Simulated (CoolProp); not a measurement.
The numbers come from the reference Helmholtz-energy equation of state, Akasaka 2024 in CoolProp.

Question: Give the vapour pressure (bar), liquid cp (kJ/(kg K)), vapour Z of saturated R1132(E) at 280.2 K.

Answer: 
```tsv
T (K)	p (bar)	liquid cp (kJ/(kg K))	vapour Z
280.2	10.1	1.78	0.834
```
